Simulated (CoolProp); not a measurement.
Vapour pressure (MPa) of R123: the reference equation beside estimates from Tc = 456.8 K, pc = 3.662 MPa, ω = 0.282.

Values from CoolProp's reference Helmholtz-energy equation of state, Younglove 1994. It is a modified Benedict-Webb-Rubin equation, recast in Helmholtz form.

```tsv
T (K)	reference	Lee-Kesler	van der Waals
322.1	0.2057	0.2058	0.7615
325.4	0.2276	0.2279	0.8018
328.7	0.2512	0.2516	0.8434
332	0.2766	0.2773	0.8864
335.3	0.3039	0.3048	0.9308
338.6	0.3333	0.3344	0.9766
341.9	0.3647	0.3661	1.024
345.2	0.3984	0.4000	1.072
348.5	0.4343	0.4362	1.123
351.8	0.4727	0.4748	1.174
```

Absolute difference from the reference over all 10 rows, mean and median: Lee-Kesler 0.3 and 0.3 %, van der Waals 203.5 and 199.6 %.
